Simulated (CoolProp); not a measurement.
Computed with CoolProp (reference Helmholtz-energy equation of state, Tillner-Roth 1997).

Task: Give the vapour pressure (bar), vapour density (kg/m³), surface tension (mN/m), liquid conductivity (mW/(m K)) of saturated CH2F2 (R32) at 252.1, 271.3, 275.2 K.

Result: 
| T (K) | p (bar) | vapour density (kg/m³) | surface tension (mN/m) | liquid conductivity (mW/(m K)) |
|---|---|---|---|---|
| 252.1 | 3.90 | 10.7 | 14.8 | 171 |
| 271.3 | 7.66 | 20.8 | 11.3 | 156 |
| 275.2 | 8.68 | 23.6 | 10.6 | 153 |

Thermal conductivity comes from a separate model (Huber 2003), an estimate that may be off by 10 % or more. Surface tension comes from a separate correlation (Mulero 2012).
